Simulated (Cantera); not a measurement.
Input (Python, Cantera):

```python
import numpy as np
import cantera as ct

gas = ct.Solution("gri30.yaml")


def delay(T, t_max=10):
    gas.TPX = T, 290000, {'CH3OH': 1, 'O2': 0.833, 'N2': 3.13}
    reactor = ct.IdealGasConstPressureReactor(gas, clone=False)
    net = ct.ReactorNet([reactor])
    net.rtol, net.atol = 1e-8, 1e-16
    while net.time < t_max:
        t_old, T_old = net.time, reactor.T
        net.step()
        if reactor.T > T + 400:  # ignition: a rise of 400 K
            return t_old + (T + 400 - T_old) / (reactor.T - T_old) * (net.time - t_old)
    return np.nan


taus = []
for T in [1175, 1225, 1275, 1325, 1375, 1425, 1475, 1525]:
    taus.append(delay(T))
    print(f"T0 = {T:6g} K   tau = {taus[-1]:.4e} s")
```

Output:

```
T0 =   1175 K   tau = 5.1540e-03 s
T0 =   1225 K   tau = 2.2365e-03 s
T0 =   1275 K   tau = 1.0427e-03 s
T0 =   1325 K   tau = 5.1919e-04 s
T0 =   1375 K   tau = 2.7468e-04 s
T0 =   1425 K   tau = 1.5372e-04 s
T0 =   1475 K   tau = 9.0596e-05 s
T0 =   1525 K   tau = 5.5973e-05 s
```

Computed with Cantera and GRI-Mech 3.0 (53 species, 325 reactions). GRI-Mech 3.0 was tuned for natural gas; its chemistry of methanol as a main component is partial and can be far from experiment.
